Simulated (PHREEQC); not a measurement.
A solution holds 6 mmol/kgw CdSO4 and 0.04 mmol/kgw H2SO4, at 13 °C. Closed to the air; pH follows from the charge balance.

Model: ion-association model, wateq4f.dat, run in PHREEQC.

Q: The ionic strength comes out as 0.0169 mol/kgw. What activity coefficients do SO4-2, HSO4-, Cd(SO4)2-2, H+, Cd+2 get?

A: SO4-2 0.61, HSO4- 0.88, Cd(SO4)2-2 0.60, H+ 0.90, Cd+2 0.60.

This is a speciation only: nothing precipitates in the calculation. Species that the database lacks are ignored. At this temperature some constants are extrapolated from 25 °C, and those without enthalpy data are left unchanged.
